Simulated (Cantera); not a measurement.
Mixture: CH4 : O2 : N2 = 1 : 2.7 : 10.2 (molar parts), equivalence ratio 0.74, at 7500 Torr, adiabatic and at constant pressure. Ignition delay is the time to a rise of 400 K.

Detailed kinetics in Cantera: GRI-Mech 3.0 (53 species, 325 reactions).

### Question
Predict: delay at 1173 K; delay at 1273 K; delay at 1373 K; delay at 1473 K; delay at 1573 K; apparent activation energy between 1473 and 1573 K.

### Answer
```json
{
 "delay at 1173 K": "5.83 ms",
 "delay at 1273 K": "1.74 ms",
 "delay at 1373 K": "0.584 ms",
 "delay at 1473 K": "0.216 ms",
 "delay at 1573 K": "87.1 µs",
 "apparent activation energy between 1473 and 1573 K": "170 kJ/mol"
}
```
